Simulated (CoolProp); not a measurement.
Neopentane along the isotherm 207.95 °C: density (kg/m³) from the reference equation and from simpler models built on Tc = 160.6 °C, pc = 3.196 MPa, ω = 0.196; each cubic takes its own stable root.

Model: reference Helmholtz-energy equation of state, Lemmon 2006, in CoolProp. It is a short technical equation, of lower accuracy than the large ones.

```csv
p (MPa),phase,reference
0.0505,gas,0.9143
0.0816,gas,1.481
0.132,gas,2.405
0.213,gas,3.905
0.344,gas,6.372
0.556,gas,10.48
0.899,gas,17.45
1.45,gas,29.63
2.35,gas,53.01
3.79,supercritical,105.9
6.12,supercritical,260.2
9.89,supercritical,362.4
16,supercritical,418.0
```

Task: How far does each simpler model (ideal gas, van der Waals, Soave-Redlich-Kwong) lie from the reference over these 13 states: mean and median of the absolute difference, and the worst?

Result: 
- ideal gas: mean 17.2 %, median 7.0 %, worst -57.6 % at 207.95 °C and 6.12 MPa
- van der Waals: mean 4.0 %, median 0.2 %, worst -20.7 % at 207.95 °C and 16 MPa
- Soave-Redlich-Kwong: mean 2.3 %, median 0.1 %, worst -12.0 % at 207.95 °C and 6.12 MPa
